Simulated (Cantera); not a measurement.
**Thermodynamics of aluminium and copper etching, feed Cu + F₂ + H₂**

A closed system holds: 1 mol Cu, 3 mol F₂, a varied amount of H₂, at 1200 K and 0.0435 Torr.

These are equilibrium values from Cantera (NASA tables, ideal gas, pure condensed phases), not measurements of a reactor. Candidate condensed phases: Cu, CuF₂; 15 gas species. Kinetics and transport are ignored.

```
n(H₂) (mol)  log p HF  log p F  log p CuF₂  log p H₂  log p CuF  log p Cu  log p F₂  log p H  n Cu(s)
-----------  --------  -------  ----------  --------  ---------  --------  --------  -------  -------
0.39            -5.04    -4.43       -4.94      <-16      -8.70      <-16     -8.28     <-16        0
0.49            -4.94    -4.46       -4.94      <-16      -8.67      <-16     -8.33     <-16        0
0.6             -4.86    -4.49       -4.94      <-16      -8.64      <-16     -8.40     <-16        0
0.75            -4.76    -4.54       -4.94      <-16      -8.59      <-16     -8.50     <-16        0
0.93            -4.67    -4.61       -4.94      <-16      -8.52      <-16     -8.63     <-16        0
1.2             -4.56    -4.73       -4.94      <-16      -8.40      <-16     -8.89     <-16        0
1.4             -4.49    -4.86       -4.94      <-16      -8.27      <-16     -9.14     <-16        0
1.8             -4.38    -5.33       -4.94      <-16      -7.80    -15.76    -10.09     <-16        0
2.2             -4.33    -8.02       -5.19      <-16      -5.37    -10.64    -15.46   -15.45        0
2.8             -4.27   -10.80       -8.02    -11.81      -5.41     -7.91      <-16   -12.61    0.600
3.5             -4.27   -14.04      -14.49     -5.35      -8.65     -7.91      <-16    -9.38    0.998
4.3             -4.32   -14.27      -14.96     -4.99      -8.88     -7.91      <-16    -9.20    0.998
```
log p: log10 of the partial pressure in bar; n: condensed amount in mol.

From 0.39 mol H₂ to 2.2 mol H₂ nothing is condensed. From 2.8 mol H₂ to 4.3 mol H₂ the condensed part is Cu(s). The main Cu-bearing gas is CuF₂ at 0.39 mol H₂ and Cu at 4.3 mol H₂.
